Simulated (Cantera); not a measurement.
An isothermal, constant-pressure homogeneous reactor starts with CO : O2 : H2O : N2 = 0.0012 : 0.03 : 0.0071 : 1 (molar parts), at 1423 K and 760 Torr. Integrator tolerance rtol = 1e-08.

Detailed kinetics in Cantera: GRI-Mech 3.0 (53 species, 325 reactions).

### Question
What does this change do: pressure from 760 Torr to 2780 Torr?

### Answer
| quantity | before | after |
|---|---|---|
| x(CO) at 30.0 s | 9.95e-9 (gas-phase equilibrium 9.98e-9) | 5.21e-9 (gas-phase equilibrium 5.22e-9) |
| x(O2) at 30.0 s | 0.0283 (gas-phase equilibrium 0.0282) | 0.0283 (gas-phase equilibrium 0.0282) |
| x(H2O) at 30.0 s | 0.00684 (gas-phase equilibrium 0.00684) | 0.00684 (gas-phase equilibrium 0.00684) |
| x(OH) at 30.0 s | 6.12e-6 (gas-phase equilibrium 6.11e-6) | 4.42e-6 (gas-phase equilibrium 4.42e-6) |
| x(NO) at 30.0 s | 1.44e-7 (gas-phase equilibrium 0.000335) | 2.04e-7 (gas-phase equilibrium 0.000335) |

### Question
What does this change do: temperature 1423 to 900 K?

### Answer
```csv
quantity,before,after
x(CO) at 30.0 s,9.95e-9 (gas-phase equilibrium 9.98e-9),0.000700 (gas-phase equilibrium <1e-12)
x(O2) at 30.0 s,0.0283 (gas-phase equilibrium 0.0282),0.0287 (gas-phase equilibrium 0.0283)
x(H2O) at 30.0 s,0.00684 (gas-phase equilibrium 0.00684),0.00684 (gas-phase equilibrium 0.00684)
x(OH) at 30.0 s,6.12e-6 (gas-phase equilibrium 6.11e-6),5.89e-9 (gas-phase equilibrium 2.08e-9)
x(NO) at 30.0 s,1.44e-7 (gas-phase equilibrium 0.000335),<1e-12 (gas-phase equilibrium 3.77e-6)
```
